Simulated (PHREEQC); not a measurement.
Consider water at 80 °C with 0.22 mol/kgw CuSO4, 0.049 mol/kgw ZnCl2, 0.0021 mol/kgw HCl and 0.00017 mol/kgw Na2SO4. Closed to the air; pH follows from the charge balance.

Computed with PHREEQC (ion-association model, phreeqc.dat).

Each row changes one thing in this solution. Precipitation was switched off in this run.

```tsv
case	pH	ionic strength (mol/kgw)	Cu+2 (mol/kgw)	Cl- (mol/kgw)	CuCl+ (mol/kgw)	Zn+2 (mol/kgw)	SI of Halite (NaCl)
as made	3.65	0.487	0.0962	0.0608	0.0333	0.0189	-6.71
HCl from 0.0021 to 0.021 mol/kgw	2.69	0.492	0.0967	0.0719	0.0395	0.0196	-6.63
temperature from 80 to 45 °C	3.38	0.510	0.111	0.0826	0.0146	0.0206	-6.52
Na2SO4 from 0.00017 to 0.000187 mol/kgw	3.65	0.487	0.0962	0.0608	0.0333	0.0189	-6.67
temperature from 80 to 10 °C	3.17	0.543	0.124	0.0956	0.00369	0.0221	-6.41
```

Away from 25 °C the constants follow the database's enthalpies or fits; those with neither stay at their 25 °C values.
